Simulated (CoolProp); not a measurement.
Properties of dimethyl carbonate along the isotherm 600 K.

Computed with CoolProp (reference Helmholtz-energy equation of state, Zhou 2011).

```json
[
 {"p (bar)": "4.6", "phase": "gas", "Z": "0.9744", "cp (kJ/(kg K))": "1.876", "cv (kJ/(kg K))": "1.771", "speed of sound (m/s)": "235.9", "Joule-Thomson coefficient (K/MPa)": "5.616"},
 {"p (bar)": "9.2", "phase": "gas", "Z": "0.9481", "cp (kJ/(kg K))": "1.894", "cv (kJ/(kg K))": "1.776", "speed of sound (m/s)": "230.2", "Joule-Thomson coefficient (K/MPa)": "5.821"},
 {"p (bar)": "13.8", "phase": "gas", "Z": "0.9210", "cp (kJ/(kg K))": "1.915", "cv (kJ/(kg K))": "1.780", "speed of sound (m/s)": "224.4", "Joule-Thomson coefficient (K/MPa)": "6.050"},
 {"p (bar)": "18.4", "phase": "gas", "Z": "0.8930", "cp (kJ/(kg K))": "1.940", "cv (kJ/(kg K))": "1.785", "speed of sound (m/s)": "218.3", "Joule-Thomson coefficient (K/MPa)": "6.305"},
 {"p (bar)": "23", "phase": "gas", "Z": "0.8640", "cp (kJ/(kg K))": "1.971", "cv (kJ/(kg K))": "1.791", "speed of sound (m/s)": "212.0", "Joule-Thomson coefficient (K/MPa)": "6.591"},
 {"p (bar)": "27.6", "phase": "gas", "Z": "0.8337", "cp (kJ/(kg K))": "2.008", "cv (kJ/(kg K))": "1.798", "speed of sound (m/s)": "205.4", "Joule-Thomson coefficient (K/MPa)": "6.911"},
 {"p (bar)": "32.2", "phase": "gas", "Z": "0.8020", "cp (kJ/(kg K))": "2.055", "cv (kJ/(kg K))": "1.805", "speed of sound (m/s)": "198.5", "Joule-Thomson coefficient (K/MPa)": "7.265"},
 {"p (bar)": "36.8", "phase": "gas", "Z": "0.7688", "cp (kJ/(kg K))": "2.114", "cv (kJ/(kg K))": "1.813", "speed of sound (m/s)": "191.4", "Joule-Thomson coefficient (K/MPa)": "7.655"},
 {"p (bar)": "41.4", "phase": "gas", "Z": "0.7337", "cp (kJ/(kg K))": "2.191", "cv (kJ/(kg K))": "1.822", "speed of sound (m/s)": "184.1", "Joule-Thomson coefficient (K/MPa)": "8.075"},
 {"p (bar)": "46", "phase": "gas", "Z": "0.6967", "cp (kJ/(kg K))": "2.292", "cv (kJ/(kg K))": "1.832", "speed of sound (m/s)": "176.6", "Joule-Thomson coefficient (K/MPa)": "8.509"},
 {"p (bar)": "50.6", "phase": "supercritical", "Z": "0.6575", "cp (kJ/(kg K))": "2.427", "cv (kJ/(kg K))": "1.844", "speed of sound (m/s)": "169.3", "Joule-Thomson coefficient (K/MPa)": "8.924"},
 {"p (bar)": "55.2", "phase": "supercritical", "Z": "0.6163", "cp (kJ/(kg K))": "2.610", "cv (kJ/(kg K))": "1.857", "speed of sound (m/s)": "162.4", "Joule-Thomson coefficient (K/MPa)": "9.260"},
 {"p (bar)": "59.8", "phase": "supercritical", "Z": "0.5735", "cp (kJ/(kg K))": "2.853", "cv (kJ/(kg K))": "1.871", "speed of sound (m/s)": "156.3", "Joule-Thomson coefficient (K/MPa)": "9.428"},
 {"p (bar)": "64.4", "phase": "supercritical", "Z": "0.5301", "cp (kJ/(kg K))": "3.164", "cv (kJ/(kg K))": "1.885", "speed of sound (m/s)": "151.8", "Joule-Thomson coefficient (K/MPa)": "9.332"},
 {"p (bar)": "69", "phase": "supercritical", "Z": "0.4879", "cp (kJ/(kg K))": "3.525", "cv (kJ/(kg K))": "1.898", "speed of sound (m/s)": "149.2", "Joule-Thomson coefficient (K/MPa)": "8.913"},
 {"p (bar)": "73.6", "phase": "supercritical", "Z": "0.4496", "cp (kJ/(kg K))": "3.868", "cv (kJ/(kg K))": "1.908", "speed of sound (m/s)": "149.5", "Joule-Thomson coefficient (K/MPa)": "8.157"}
]
```
